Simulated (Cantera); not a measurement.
Source: NASA polynomial tables (part measured, part estimated), evaluated in Cantera. Values are per mole of reaction as written; species without (g) are pure solids or liquids, kept so even where they would boil at 1 bar.

0.5 Si + Cl₂(g) → 0.5 SiCl₄(g)

```csv
T (K),ΔH° (kJ),ΔS° (J/K),ΔG° (kJ),log10 K
473,-331.1,-66.2,-299.8,33.10
573,-330.8,-65.7,-293.2,26.72
673,?,?,?,?
773,-330.3,-65.0,-280.1,18.93
873,?,?,?,?
973,-329.8,-64.4,-267.2,14.34
1073,?,?,?,?
1173,?,?,?,?
```

### Question
What belongs in the gaps?

### Answer

- 673, ΔH° (kJ): -330.6
- 673, ΔS° (J/K): -65.3
- 673, ΔG° (kJ): -286.6
- 673, log10 K: 22.24
- 873, ΔH° (kJ): -330.1
- 873, ΔS° (J/K): -64.7
- 873, ΔG° (kJ): -273.6
- 873, log10 K: 16.37
- 1073, ΔH° (kJ): -329.6
- 1073, ΔS° (J/K): -64.2
- 1073, ΔG° (kJ): -260.7
- 1073, log10 K: 12.69
- 1173, ΔH° (kJ): -329.4
- 1173, ΔS° (J/K): -64.0
- 1173, ΔG° (kJ): -254.3
- 1173, log10 K: 11.32
